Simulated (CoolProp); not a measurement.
Vapour-liquid equilibrium of R22 (1) + methanol (2) at 0.0455 MPa; x and y are mole fractions of (1).

The numbers come from the multi-fluid Helmholtz-energy mixture model, Kamei 1995 and de Reuck 1993; pair parameters Bell 2016 in CoolProp.

```json
[
 {"x": "0.05", "bubble temperature, mixture model (K)": "(withheld)", "bubble temperature, Raoult's law (K)": "286.1", "y, mixture model": "0.919", "y, Raoult's law": "0.816"},
 {"x": "0.2", "bubble temperature, mixture model (K)": "(withheld)", "bubble temperature, Raoult's law (K)": "250.8", "y, mixture model": "(withheld)", "y, Raoult's law": "0.985"},
 {"x": "0.35", "bubble temperature, mixture model (K)": "(withheld)", "bubble temperature, Raoult's law (K)": "237.7", "y, mixture model": "0.997", "y, Raoult's law": "0.996"},
 {"x": "0.5", "bubble temperature, mixture model (K)": "225.7", "bubble temperature, Raoult's law (K)": "230.0", "y, mixture model": "0.999", "y, Raoult's law": "0.998"},
 {"x": "0.65", "bubble temperature, mixture model (K)": "(withheld)", "bubble temperature, Raoult's law (K)": "224.7", "y, mixture model": "0.999", "y, Raoult's law": "0.999"},
 {"x": "0.8", "bubble temperature, mixture model (K)": "(withheld)", "bubble temperature, Raoult's law (K)": "220.7", "y, mixture model": "0.999", "y, Raoult's law": "1.000"},
 {"x": "0.95", "bubble temperature, mixture model (K)": "217.5", "bubble temperature, Raoult's law (K)": "217.5", "y, mixture model": "1.000", "y, Raoult's law": "1.000"}
]
```

Question: Some entries are withheld; supply them.

Answer: 
- 0.05, bubble temperature, mixture model (K): 272.2
- 0.2, bubble temperature, mixture model (K): 240.1
- 0.2, y, mixture model: 0.993
- 0.35, bubble temperature, mixture model (K): 230.6
- 0.65, bubble temperature, mixture model (K): 222.5
- 0.8, bubble temperature, mixture model (K): 219.9

The largest gap from Raoult's law is -13.9 K in bubble temperature, at x = 0.05. No azeotrope shows between x = 0.05 and 0.95.

The pair parameters rest on a limited set of measurements; away from them the model extrapolates. With so large a gap from Raoult's law the liquid may split in two, which this calculation doesn't test in full.
